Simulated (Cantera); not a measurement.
Cantera run, input and output.

```python
import numpy as np
import cantera as ct

surf = ct.Interface("diamond.yaml", "diamond_100")
gas, bulk = surf.adjacent["gas"], surf.adjacent["diamond"]
k = surf.kinetics_species_index(bulk.species_names[0])
cover = ["c6HH", "c6H*", "c6*H", "c6**", "c6HM", "c6B"]

rows, drift = [], 0.0
print(f"{'T':>10s}{'um/h':>11s}" + "".join(f"{s:>11s}" for s in cover))
for v in [925, 975, 1025, 1075, 1125, 1175, 1225, 1275, 1325, 1375]:
    T, P, xH, xCH3 = v, 3500, 0.00034, 0.00013
    gas.TPX = T, P, {"H": xH, "CH3": xCH3, "CH4": 0.012, "H2": 1 - xH - xCH3 - 0.012}
    surf.TP = bulk.TP = T, P
    surf.coverages = "c6H*:0.1, c6HH:0.9"
    surf.advance_coverages(100.0)
    before = surf.coverages
    surf.advance_coverages(100.0)
    drift = max(drift, np.max(np.abs(surf.coverages - before) / (surf.coverages + 1e-9)))
    rate = surf.net_production_rates[k] * bulk.mean_molecular_weight / bulk.density * 3.6e9
    rows.append([rate, *surf[cover].coverages])
    print(f"{v:10.4g}{rate:11.4e}" + "".join(f"{x:11.3e}" for x in rows[-1][1:]))
```

Result:

```
         T       um/h       c6HH       c6H*       c6*H       c6**       c6HM        c6B
       925 1.0635e+00  5.141e-01  9.199e-03  2.367e-01  3.411e-03  1.858e-01  2.886e-09
       975 1.1506e+00  5.254e-01  1.320e-02  2.904e-01  5.227e-03  1.239e-01  3.122e-09
      1025 9.0353e-01  5.390e-01  1.820e-02  3.480e-01  7.520e-03  6.158e-02  2.452e-09
      1075 5.3779e-01  5.381e-01  2.341e-02  3.938e-01  9.836e-03  2.263e-02  1.459e-09
      1125 3.1406e-01  5.251e-01  2.819e-02  4.220e-01  1.176e-02  7.174e-03  8.522e-10
      1175 2.2468e-01  5.113e-01  3.250e-02  4.374e-01  1.319e-02  2.223e-03  6.097e-10
      1225 1.9385e-01  5.025e-01  3.638e-02  4.439e-01  1.413e-02  7.050e-04  5.260e-10
      1275 1.6494e-01  5.001e-01  3.978e-02  4.435e-01  1.462e-02  2.299e-04  4.476e-10
      1325 1.1175e-01  5.038e-01  4.267e-02  4.377e-01  1.472e-02  7.742e-05  3.032e-10
      1375 5.6751e-02  5.124e-01  4.504e-02  4.276e-01  1.445e-02  2.783e-05  1.540e-10
```

Computed with Cantera and the Harris–Goodwin 1993 mechanism for the reconstructed diamond (100) surface.
